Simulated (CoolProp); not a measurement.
CH2F2 (R32) along the isotherm 301.9 K: fugacity coefficient from the reference equation and from simpler models built on Tc = 351.3 K, pc = 5.783 MPa, ω = 0.277; each cubic takes its own stable root.

The numbers come from the reference Helmholtz-energy equation of state, Tillner-Roth 1997 in CoolProp.

| p (MPa) | phase | reference |
|---|---|---|
| 0.321 | gas | 0.9630 |
| 0.643 | gas | 0.9263 |
| 0.964 | gas | 0.8901 |
| 1.29 | gas | 0.8535 |
| 1.61 | gas | 0.8176 |
| 1.93 | liquid | 0.7636 |
| 2.25 | liquid | 0.6596 |
| 2.57 | liquid | 0.5815 |
| 2.89 | liquid | 0.5208 |

Task: How far does each simpler model (Redlich-Kwong, Soave-Redlich-Kwong, Peng-Robinson) lie from the reference over these 9 states: mean and median of the absolute difference, and the worst?

Result: 
- Redlich-Kwong: mean 10.2 %, median 4.7 %, worst +24.3 % at 301.9 K and 2.89 MPa
- Soave-Redlich-Kwong: mean 4.0 %, median 3.6 %, worst +6.7 % at 301.9 K and 2.89 MPa
- Peng-Robinson: mean 2.4 %, median 2.3 %, worst +3.9 % at 301.9 K and 2.89 MPa

At some of these states Redlich-Kwong gives the other phase, because its saturation line lies elsewhere.
